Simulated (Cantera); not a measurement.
## Counterflow diffusion flame

A counterflow diffusion flame at 0.410 bar, nozzles 20 mm apart: fuel side 100 % CH3OH at 500 K, oxidiser side 24.0 % O2, 76.0 % N2 at 625 K, fuel mass flux 1.2 times the oxidiser's; mixture-averaged transport, no radiation.

Computed with Cantera and GRI-Mech 3.0 (53 species, 325 reactions). GRI-Mech 3.0 was tuned for natural gas; its chemistry of methanol as a main component is partial and can be far from experiment. GRI-Mech 3.0 has no aromatics or soot, which form on the fuel side of real flames. The maximum strain rate includes the flame's own expansion and is several times the mean.

```tsv
oxidiser flux (kg/m²/s)	max strain (1/s)	mean strain (1/s)	T max (K)	peak x OH	peak x H	peak x NO	peak x CO	peak x C2H2
0.1	196	40.9	2086	0.0154	0.0145	7.98e-5	0.210	0.000437
0.17	309	69.5	2008	0.0148	0.0164	5.13e-5	0.206	0.000578
0.28	483	114	1932	0.0139	0.0179	3.66e-5	0.201	0.000710
0.47	777	192	1866	0.0131	0.0192	2.78e-5	0.196	0.000827
0.77	1230	315	1807	0.0119	0.0201	2.09e-5	0.191	0.000858
1.3	2030	531	1751	0.0104	0.0202	1.42e-5	0.184	0.000747
2.1	3220	858	1709	0.00894	0.0192	8.85e-6	0.179	0.000519
```
x: mole fraction; the columns are a selection and need not sum to one.
